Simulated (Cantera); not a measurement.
# Equilibrium for silicon nitride deposition: Si2Cl6 + NH3 + H2

Charge: 1 mol Si2Cl6, a varied amount of NH3, 14 mol H2, held at 1148 K and 13.0 mbar.

Equilibrium computed with Cantera from the NASA thermochemical tables; the gas is ideal and each condensed phase is pure. Candidate condensed phases: NH4Cl, Si, Si3N4; 28 gas species. The feed counts by its element totals alone. Mutual solubility and eutectic melting of coexisting phases are not modelled. The tables' values for SiCl3 are old estimates; treat these amounts as uncertain. Equilibrium is a limit: real reactors are often held back by kinetics, nucleation or transport.

```json
[
 {"n(NH3) (mol)": "0.32", "log p H2": "-1.96", "log p HCl": "-2.98", "log p N2": "-8.28", "log p SiCl4": "-3.20", "log p SiCl2": "-3.65", "log p SiHCl3": "-3.89", "log p SiCl3": "-3.95", "n Si(s)": "0.373", "n Si3N4(s)": "0.0800"},
 {"n(NH3) (mol)": "0.52", "log p H2": "-1.96", "log p HCl": "-2.98", "log p N2": "-8.28", "log p SiCl4": "-3.21", "log p SiCl2": "-3.65", "log p SiHCl3": "-3.90", "log p SiCl3": "-3.96", "n Si(s)": "0.226", "n Si3N4(s)": "0.130"},
 {"n(NH3) (mol)": "0.83", "log p H2": "-1.96", "log p HCl": "-2.98", "log p N2": "-8.28", "log p SiCl4": "-3.23", "log p SiCl2": "-3.66", "log p SiHCl3": "-3.91", "log p SiCl3": "-3.97", "n Si(s)": "0", "n Si3N4(s)": "0.207"},
 {"n(NH3) (mol)": "1.3", "log p H2": "-1.97", "log p HCl": "-2.78", "log p N2": "-6.97", "log p SiCl4": "-3.27", "log p SiCl2": "-4.12", "log p SiHCl3": "-4.16", "log p SiCl3": "-4.22", "n Si(s)": "0", "n Si3N4(s)": "0.325"},
 {"n(NH3) (mol)": "2.1", "log p H2": "-2.01", "log p HCl": "-2.55", "log p N2": "-4.99", "log p SiCl4": "-3.60", "log p SiCl2": "-4.94", "log p SiHCl3": "-4.76", "log p SiCl3": "-4.79", "n Si(s)": "0", "n Si3N4(s)": "0.517"},
 {"n(NH3) (mol)": "3.4", "log p H2": "-2.02", "log p HCl": "-2.49", "log p N2": "-3.59", "log p SiCl4": "-4.26", "log p SiCl2": "-5.74", "log p SiHCl3": "-5.49", "log p SiCl3": "-5.52", "n Si(s)": "0", "n Si3N4(s)": "0.630"},
 {"n(NH3) (mol)": "5.5", "log p H2": "-2.03", "log p HCl": "-2.55", "log p N2": "-3.15", "log p SiCl4": "-4.77", "log p SiCl2": "-6.14", "log p SiHCl3": "-5.95", "log p SiCl3": "-5.98", "n Si(s)": "0", "n Si3N4(s)": "0.653"},
 {"n(NH3) (mol)": "8.8", "log p H2": "-2.02", "log p HCl": "-2.63", "log p N2": "-2.92", "log p SiCl4": "-5.29", "log p SiCl2": "-6.48", "log p SiHCl3": "-6.37", "log p SiCl3": "-6.40", "n Si(s)": "0", "n Si3N4(s)": "0.661"},
 {"n(NH3) (mol)": "14", "log p H2": "-2.02", "log p HCl": "-2.75", "log p N2": "-2.77", "log p SiCl4": "-5.85", "log p SiCl2": "-6.81", "log p SiHCl3": "-6.82", "log p SiCl3": "-6.85", "n Si(s)": "0", "n Si3N4(s)": "0.665"},
 {"n(NH3) (mol)": "23", "log p H2": "-2.02", "log p HCl": "-2.90", "log p N2": "-2.67", "log p SiCl4": "-6.52", "log p SiCl2": "-7.18", "log p SiHCl3": "-7.34", "log p SiCl3": "-7.37", "n Si(s)": "0", "n Si3N4(s)": "0.666"},
 {"n(NH3) (mol)": "36", "log p H2": "-2.02", "log p HCl": "-3.05", "log p N2": "-2.61", "log p SiCl4": "-7.18", "log p SiCl2": "-7.53", "log p SiHCl3": "-7.84", "log p SiCl3": "-7.87", "n Si(s)": "0", "n Si3N4(s)": "0.666"}
]
```
log p: log10 of the partial pressure in bar; n: condensed amount in mol.

From 0.32 mol NH3 to 0.52 mol NH3 the condensed part is Si(s) + Si3N4(s). From 0.83 mol NH3 to 36 mol NH3 the condensed part is Si3N4(s). The main Si-bearing gas is SiCl4 throughout. The share of Si in condensed phases is highest at 36 mol NH3 (100.0 %) and lowest at 0.32 mol NH3 (30.6 %).
